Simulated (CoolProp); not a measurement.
Saturation properties of CH2F2 (R32).

Values from CoolProp's reference Helmholtz-energy equation of state, Tillner-Roth 1997.

```
T (K)  p (MPa)  vapour density (kg/m³)  vapour viscosity (µPa s)  liquid conductivity (mW/(m K))
-----  -------  ----------------------  ------------------------  ------------------------------
235.6   0.1980                   5.620                      10.5                             183
243     0.2718                   7.594                      10.9                             178
250.3   0.3639                   10.04                      11.2                             172
257.6   0.4784                   13.09                      11.6                             167
265     0.6209                   16.90                      11.9                             161
272.3   0.7912                   21.49                      12.3                             155
279.6   0.9947                   27.09                      12.7                             149
286.9    1.236                   33.89                      13.1                             143
294.3    1.522                   42.27                      13.5                             137
301.6    1.851                   52.36                      14.0                             131
308.9    2.231                   64.74                      14.5                             125
316.3    2.674                   80.35                      15.2                             118
```

It boils at 221.5 K under 1 atm.

Viscosity comes from a separate model (Bell 2016), an estimate that may be off by 10 % or more. Thermal conductivity comes from a separate model (Huber 2003), an estimate that may be off by 10 % or more.
